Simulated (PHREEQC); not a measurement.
PHREEQC input (ion-association model, wateq4f.dat):

```
SOLUTION_MASTER_SPECIES
  An  An-  0  An  62.0  # stands for a non-complexing anion
SOLUTION_SPECIES
  An- = An-
    -log_k 0
    -gamma 3.0 0
  PO4-3 + 3H+ = H3PO4  # constants of phreeqc.dat
    -log_k 21.721
    -delta_h -10.1 kJ
PHASES
  Fix_H+
    H+ = H+
    -log_k 0
SOLUTION 1
  temp 25
  units mmol/kgw
  pH 7 charge
  P 0.00058
  Na 100.341
  S(6) 0.17
  An 100
END
SELECTED_OUTPUT 1
  -reset false
  -pH true
  -pe true
  -ionic_strength true
  -water true
  -totals Na P S S(-2) S(6)
  -molalities Hfo_wOH Hfo_wOH2+ Hfo_wO- Hfo_sOH Hfo_sOH2+ Hfo_sO- Hfo_wSO4- Hfo_wOHSO4-2 Hfo_wH2PO4 Hfo_wHPO4-
    Hfo_wPO4-2
  -saturation_indices Mirabilite
USER_PUNCH 1
  -headings sigma psi
  10 PUNCH EDL("sigma", "Hfo"), EDL("psi", "Hfo")
PRINT
  -reset false
USE solution 1
SURFACE 1
  Hfo_wOH 0.000247191 600 0.11
  Hfo_sOH 6.17978e-06
EQUILIBRIUM_PHASES 1
  Fix_H+ -3 HAn 10
    -force_equality true
  O2(g) -0.68 10
END
# ... the last block is repeated for the other 16 points of pH, with NaOH or the acid as the point needs
```

Selected output (columns that matter, 14 of 17 rows; pH added in front):

```
pH	mu	Na	P	S	m_Hfo_wOH	m_Hfo_wOH2+	m_Hfo_wO-	m_Hfo_sOH	m_Hfo_sOH2+	m_Hfo_sO-	m_Hfo_wSO4-	si_Mirabilite	sigma	psi
3	0.10167	0.10034	2.2627e-09	9.6414e-05	6.0684e-07	0.00017242	4.8928e-11	2.1674e-08	6.1581e-06	1.7475e-12	7.3074e-05	-5.6495	0.15269	0.10864
3.5	0.10084	0.10034	1.8568e-09	9.6789e-05	1.8651e-06	0.00017154	4.6458e-10	6.647e-08	6.1133e-06	1.6557e-11	7.1661e-05	-5.6348	0.15025	0.10804
4	0.10058	0.10034	1.3401e-09	9.8911e-05	5.5785e-06	0.00016994	4.195e-09	1.9641e-07	5.9832e-06	1.477e-10	6.6733e-05	-5.6212	0.14651	0.10685
5	0.10047	0.10034	4.9424e-10	0.00011462	3.6926e-05	0.0001541	2.027e-07	1.1933e-06	4.9799e-06	6.5505e-09	3.7509e-05	-5.5555	0.12438	0.098762
5.5	0.10047	0.10034	3.421e-10	0.00012928	7.3085e-05	0.00013188	9.2787e-07	2.1936e-06	3.9583e-06	2.785e-08	1.9372e-05	-5.5031	0.10551	0.090725
6	0.10047	0.10034	2.9788e-10	0.00014541	0.00011789	0.00010098	3.153e-06	3.2814e-06	2.8107e-06	8.7761e-08	7.4044e-06	-5.452	0.084815	0.080289
6.5	0.10047	0.10034	3.6976e-10	0.00015895	0.00015682	7.0779e-05	7.9602e-06	4.1141e-06	1.8568e-06	2.0883e-07	2.0436e-06	-5.4133	0.063695	0.067172
7.5	0.10046	0.10034	3.2898e-09	0.00016937	0.00018698	3.783e-05	2.1173e-05	4.6975e-06	9.5038e-07	5.3191e-07	5.7921e-08	-5.3857	0.021809	0.02863
8	0.10046	0.10034	1.8767e-08	0.0001699	0.00018916	3.044e-05	2.6929e-05	4.7417e-06	7.6305e-07	6.7502e-07	7.3898e-09	-5.3844	0.0035751	0.0049326
8.5	0.10047	0.10035	1.0503e-07	0.00016999	0.00018888	2.459e-05	3.3236e-05	4.7313e-06	6.1596e-07	8.3254e-07	9.1247e-10	-5.3841	-0.014221	-0.019201
9	0.10048	0.10038	3.4245e-07	0.00017	0.00018622	1.9067e-05	4.1664e-05	4.66e-06	4.7714e-07	1.0426e-06	1.1439e-10	-5.3839	-0.034496	-0.042608
10	0.10062	0.10054	5.6834e-07	0.00017	0.00016676	8.909e-06	7.1509e-05	4.1692e-06	2.2273e-07	1.7878e-06	1.962e-12	-5.3829	-0.093844	-0.085051
10.5	0.10092	0.10085	5.777e-07	0.00017	0.00014566	5.0367e-06	9.6496e-05	3.6414e-06	1.2592e-07	2.4124e-06	2.6441e-13	-5.381	-0.13706	-0.10345
11	0.10183	0.10178	5.7954e-07	0.00017	0.0001156	2.3693e-06	0.00012922	2.8901e-06	5.9233e-08	3.2304e-06	3.5268e-14	-5.3754	-0.19009	-0.11959
```

H3PO4, which wateq4f.dat lacks, is added to it with the constant of phreeqc.dat. The oxide is taken as insoluble; below pH 4 it would dissolve.
